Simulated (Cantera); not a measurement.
An isothermal, constant-pressure homogeneous reactor starts with CH4 : N2 = 1 : 40 (molar parts), at 1673 K and 1.01 bar. Integrator tolerance rtol = 1e-08.

Model: GRI-Mech 3.0 (53 species, 325 reactions), integrated in Cantera. GRI-Mech 3.0 stops at C3 and has no aromatics, soot or wall deposition, so with more carbon than oxygen in the feed, carbon stays in small species such as C2H2 where larger ones or solid carbon would form.

Problem. What does this change do: temperature 1673 to 1025 K?

Solution. 
```
quantity                                            before                                    after
---------------  -----------------------------------------  ---------------------------------------
x(CH4) at 100 s   0.000117 (gas-phase equilibrium 4.13e-5)    0.0244 (gas-phase equilibrium 0.0184)
x(CH2) at 100 s  8.74e-10 (gas-phase equilibrium 3.07e-10)    <1e-12 (gas-phase equilibrium <1e-12)
x(H2) at 100 s       0.0355 (gas-phase equilibrium 0.0356)  2.76e-7 (gas-phase equilibrium 0.00822)
x(C2H) at 100 s    3.50e-8 (gas-phase equilibrium 4.26e-9)    <1e-12 (gas-phase equilibrium <1e-12)
x(HCN) at 100 s     1.26e-5 (gas-phase equilibrium 0.0209)   <1e-12 (gas-phase equilibrium 0.00416)
```

Problem. What does this change do: N2 40 to 28 parts?

Solution. 
| quantity | before | after |
|---|---|---|
| x(CH4) at 100 s | 0.000117 (gas-phase equilibrium 4.13e-5) | 0.000229 (gas-phase equilibrium 9.25e-5) |
| x(CH2) at 100 s | 8.74e-10 (gas-phase equilibrium 3.07e-10) | 1.22e-9 (gas-phase equilibrium 4.91e-10) |
| x(H2) at 100 s | 0.0355 (gas-phase equilibrium 0.0356) | 0.0496 (gas-phase equilibrium 0.0498) |
| x(C2H) at 100 s | 3.50e-8 (gas-phase equilibrium 4.26e-9) | 4.13e-8 (gas-phase equilibrium 6.61e-9) |
| x(HCN) at 100 s | 1.26e-5 (gas-phase equilibrium 0.0209) | 1.37e-5 (gas-phase equilibrium 0.0279) |
